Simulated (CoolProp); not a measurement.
Octamethyltrisiloxane (MDM) along the isobar 69 bar: density (kg/m³) from the reference equation and from simpler models built on Tc = 565.4 K, pc = 14.38 bar, ω = 0.528; each cubic takes its own stable root.

The numbers come from the reference Helmholtz-energy equation of state, Thol 2017 in CoolProp.

| T (K) | phase | reference |
|---|---|---|
| 223.2 | liquid | 894.8 |
| 228.2 | liquid | 890.1 |
| 233.3 | liquid | 885.3 |
| 238.3 | liquid | 880.6 |
| 243.3 | liquid | 876.0 |
| 248.3 | liquid | 871.3 |
| 253.4 | liquid | 866.5 |
| 258.4 | liquid | 861.8 |
| 263.4 | liquid | 857.2 |
| 268.4 | liquid | 852.5 |
| 273.5 | liquid | 847.7 |
| 278.5 | liquid | 843.1 |
| 283.5 | liquid | 838.4 |

### Question
How far does each simpler model (Redlich-Kwong, Peng-Robinson) lie from the reference over these 13 states: mean and median of the absolute difference, and the worst?

### Answer
- Redlich-Kwong: mean 14.6 %, median 14.6 %, worst -15.5 % at 223.2 K and 69 bar
- Peng-Robinson: mean 1.5 %, median 1.5 %, worst -3.1 % at 223.2 K and 69 bar
